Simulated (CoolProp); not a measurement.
R125 along the isobar 0.722 MPa: Z from the reference equation and from simpler models built on Tc = 66.0 °C, pc = 3.618 MPa, ω = 0.305; each cubic takes its own stable root.

The numbers come from the reference Helmholtz-energy equation of state, Lemmon 2005 in CoolProp.

| T (°C) | phase | reference |
|---|---|---|
| 46.85 | gas | 0.9100 |
| 66.85 | gas | 0.9287 |
| 86.85 | gas | 0.9425 |
| 106.85 | gas | 0.9531 |
| 126.85 | gas | 0.9613 |
| 146.85 | gas | 0.9679 |
| 166.85 | gas | 0.9732 |
| 186.85 | gas | 0.9775 |
| 206.85 | gas | 0.9811 |
| 226.85 | gas | 0.9841 |

Task: How far does each simpler model (Redlich-Kwong, Soave-Redlich-Kwong) lie from the reference over these 10 states: mean and median of the absolute difference, and the worst?

Result: 
- Redlich-Kwong: mean 0.4 %, median 0.5 %, worst +0.5 % at 46.85 °C and 0.722 MPa
- Soave-Redlich-Kwong: mean 0.2 %, median 0.2 %, worst +0.3 % at 226.85 °C and 0.722 MPa
